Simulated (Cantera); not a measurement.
Input (Python, Cantera) and output of one run.

```python
import numpy as np
import cantera as ct

gas_names = """
    C CO CO2 C2 C2O C3 C3O2 C4 C5 Cu CuO Cu2 O O2 O3
""".split()
cond_names = """
    C(gr) Cu(cr) Cu(L) CuO(s) Cu2O(s) Cu2O(L)
""".split()


# ... load() reads the species with a 1 bar reference pressure and builds the phases ...
atoms = {
    'Cu2O': {'Cu': 2, 'O': 1},
    'CO': {'C': 1, 'O': 1},
}
top_T = {'C(gr)': 4500, 'CuO(s)': 1390}  # K; cautious upper limits of use, not melting points


# ... equilibrate(T, P, feed) seeds the gas with the atoms and calls Mixture.equilibrate('TP', solver="vcs", rtol=1e-11, max_steps=5000) ...
results = []
feed = {'Cu2O': 1, 'CO': 18}  # mol
P = 1200  # Pa
for T in [1025, 1075, 1125, 1175, 1225, 1275, 1325, 1375, 1425, 1475]:
    mix = equilibrate(T, P, feed)
    results.append((T, P, feed, dict(zip(mix.species_names, mix.species_moles))))

top = {s: max(r[3][s] / sum(r[3][g] for g in gas_names) for r in results) for s in gas_names}
cols = sorted((s for s in top if top[s] > 0.0001), key=lambda s: -top[s])[:8]
seen = [c for c in cond_names if any(r[3].get(c, 0) > 1e-12 for r in results)]
print("log10 of partial pressures in bar; condensed amounts in mol")
print(f"{'T/K':>10s}" + "".join(f"{s[:9]:>10s}" for s in cols + seen))
for T, P, feed, n in results:
    ng = sum(n[g] for g in gas_names)
    print(f"{T:10.4g}" + "".join(f"{np.log10(max(n[s] / ng * P / 1e5, 1e-99)):10.3f}" for s in cols)
          + "".join(f"{n.get(c, 0):10.4g}" for c in seen))
```

Result:

```
log10 of partial pressures in bar; condensed amounts in mol
       T/K        CO       CO2        Cu    Cu(cr)     Cu(L)
      1025    -1.946    -3.176   -10.382         2         0
      1075    -1.946    -3.176    -9.593         2         0
      1125    -1.946    -3.176    -8.874         2         0
      1175    -1.946    -3.176    -8.218         2         0
      1225    -1.946    -3.176    -7.616         2         0
      1275    -1.946    -3.176    -7.063         2         0
      1325    -1.946    -3.176    -6.552         2         0
      1375    -1.946    -3.176    -6.085         0     1.999
      1425    -1.946    -3.176    -5.663         0     1.997
      1475    -1.946    -3.176    -5.271         0     1.992
```

Equilibrium computed with Cantera from the NASA thermochemical tables; the gas is ideal and each condensed phase is pure.
